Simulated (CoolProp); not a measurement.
Vapour-liquid equilibrium of ethanol (1) + n-hexane (2) at 173.35 °C; x and y are mole fractions of (1).

Values from CoolProp's multi-fluid Helmholtz-energy mixture model, Schroeder 2014 and Thol 2019; pair parameters Bell 2016.

```
x      bubble pressure, mixture model (MPa)  bubble pressure, Raoult's law (MPa)  y, mixture model  y, Raoult's law
-----  ------------------------------------  -----------------------------------  ----------------  ---------------
0.05                                  1.351                                1.188             0.141            0.072
0.125                                 1.562                                1.229             0.272            0.174
0.2                                   1.707                                1.271             0.355            0.270
0.275                                 1.806                                1.312             0.414            0.359
0.35                                  1.874                                1.353             0.462            0.443
0.425                                 1.921                                1.395             0.505            0.522
0.5                                   1.950                                1.436             0.546            0.596
0.575                                 1.965                                1.478             0.588            0.666
0.65                                  1.964                                1.519             0.635            0.733
0.725                                 1.946                                1.560             0.689            0.796
0.8                                   1.909                                1.602             0.753            0.855
0.875                                 1.851                                1.643             0.831            0.912
0.95                                  1.774                                1.685             0.926            0.966
```

The largest gap from Raoult's law is +38.5 % in bubble pressure, at x = 0.35. y crosses x between x = 0.575 and 0.65: the model has an azeotrope there.

Pair parameters are fitted to limited data, so mixtures are less certain than the pure fluids.
